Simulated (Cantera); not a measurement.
An isothermal, constant-pressure homogeneous reactor starts with 72.5 % NO, 27.5 % N2, at 2050 K and 0.0355 atm.

Detailed kinetics in Cantera: GRI-Mech 3.0 (53 species, 325 reactions). Radical loss at walls, strong at low pressure, is not modelled.

x: mole fraction; the columns are a selection and need not sum to one.

```tsv
t (s)	x NO	x O2	x O	x N2	x N2O	x NO2
0.000800	0.725	5.14e-7	(withheld)	0.275	2.38e-5	6.08e-7
0.00260	0.724	5.91e-6	(withheld)	0.275	6.94e-5	4.44e-6
0.00846	0.724	8.07e-5	(withheld)	0.276	0.000159	1.95e-5
0.0275	0.722	0.000927	(withheld)	0.276	0.000205	3.75e-5
0.0894	0.713	0.00497	(withheld)	0.281	0.000193	4.63e-5
0.291	0.685	0.0191	(withheld)	0.295	0.000169	6.50e-5
0.946	0.584	0.0690	(withheld)	0.345	0.000109	9.83e-5
3.08	0.303	0.209	(withheld)	0.485	2.45e-5	8.99e-5
10.0	0.0455	0.338	(withheld)	0.614	5.66e-7	1.73e-5
```

**Question.** Fill in the missing entries.

**Answer.** 
- 0.000800, x O: 2.56e-5
- 0.00260, x O: 8.80e-5
- 0.00846, x O: 0.000310
- 0.0275, x O: 0.000700
- 0.0894, x O: 0.000831
- 0.291, x O: 0.00104
- 0.946, x O: 0.00154
- 3.08, x O: 0.00242
- 10.0, x O: 0.00300
